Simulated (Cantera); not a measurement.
Input (Python, Cantera) and output of one run.

```python
import numpy as np
import cantera as ct

gas_names = [...]  # 118 gases of nasa_gas.yaml made of C, Cl, F, H
cond_names = """
    C(gr) C6H6(L) C7H8(L) C8H18(L),n-octa
""".split()


# ... load() reads the species with a 1 bar reference pressure and builds the phases ...
atoms = {
    'CH2F2': {'C': 1, 'H': 2, 'F': 2},
    'HCl': {'H': 1, 'CL': 1},
    'H2': {'H': 2},
}
top_T = {'C(gr)': 4500}  # K; cautious upper limits of use, not melting points


# ... equilibrate(T, P, feed) seeds the gas with the atoms and calls Mixture.equilibrate('TP', solver="vcs", rtol=1e-11, max_steps=5000) ...
results = []
feed = {'CH2F2': 1, 'HCl': 1.3, 'H2': 0.55}  # mol
P = 6100  # Pa
for T in [1575, 1675, 1775, 1875, 1975, 2075, 2175, 2275, 2375]:
    mix = equilibrate(T, P, feed)
    results.append((T, P, feed, dict(zip(mix.species_names, mix.species_moles))))

top = {s: max(r[3][s] / sum(r[3][g] for g in gas_names) for r in results) for s in gas_names}
cols = sorted((s for s in top if top[s] > 0.001), key=lambda s: -top[s])[:5]
seen = [c for c in cond_names if any(r[3].get(c, 0) > 1e-12 for r in results)]
print("log10 of partial pressures in bar; condensed amounts in mol")
print(f"{'T/K':>10s}" + "".join(f"{s[:9]:>10s}" for s in cols + seen))
for T, P, feed, n in results:
    ng = sum(n[g] for g in gas_names)
    print(f"{T:10.4g}" + "".join(f"{np.log10(max(n[s] / ng * P / 1e5, 1e-99)):10.3f}" for s in cols)
          + "".join(f"{n.get(c, 0):10.4g}" for c in seen))
```

Output:

```
log10 of partial pressures in bar; condensed amounts in mol
       T/K        HF       HCL        H2        CL         H     C(gr)
      1575    -1.499    -1.686    -2.060    -5.138    -5.411         1
      1675    -1.499    -1.687    -2.060    -4.700    -4.965    0.9999
      1775    -1.499    -1.687    -2.060    -4.311    -4.568    0.9998
      1875    -1.500    -1.689    -2.059    -3.964    -4.213    0.9996
      1975    -1.500    -1.692    -2.059    -3.653    -3.893    0.9993
      2075    -1.502    -1.698    -2.058    -3.375    -3.604    0.9986
      2175    -1.503    -1.707    -2.058    -3.126    -3.340    0.9975
      2275    -1.506    -1.721    -2.057    -2.905    -3.100    0.9956
      2375    -1.511    -1.743    -2.058    -2.710    -2.880    0.9927
```

Cantera equilibrium calculation (NASA polynomials, part measured and part estimated; ideal gas, pure solids and liquids).
